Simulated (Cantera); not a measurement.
Charge: 1 mol B₂O₃, 19 mol H₂, equilibrated at 1425 K and 7.50 Torr.

Method: chemical equilibrium by Gibbs-energy minimisation in Cantera with the NASA 1993 tables (ideal gas, pure condensed phases). Candidate condensed phases: B, B₂O₃, B₃O₃H₃, H₂O; 23 gas species. Kinetics and transport are ignored.

Q: What is the equilibrium state?

A: 
```
Item                                      Value
------------------------------------  ---------
x(H₂)                                     0.995
x(HBO)                                  0.00242
x(HBO₂)                                 0.00199
x(B₂O₃)                                0.000429
x(H₂O)                                 0.000274
x(H)                                    6.80e-5
x(B₂O₂)                                 5.42e-5
x(BO)                                   4.83e-6
x(B₃O₃H₃)                               2.81e-6
n(B₂O₃(l))                            0.949 mol
gas amount                            19.05 mol
log10 activity of B(s) (absent)           -2.39
log10 activity of B₃O₃H₃(s) (absent)     -11.50
```
